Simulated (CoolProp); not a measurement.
Model: reference Helmholtz-energy equation of state, Thol 2017, in CoolProp.

For octamethyltrisiloxane (MDM), give the phase and the cp (kJ/(kg K)), expansivity (1/kK), fugacity coefficient at 200.35 °C and 6.56 MPa.


- 200.35 °C and 6.56 MPa: liquid; cp 2.19, expansivity 1.68, fugacity coefficient 0.0724
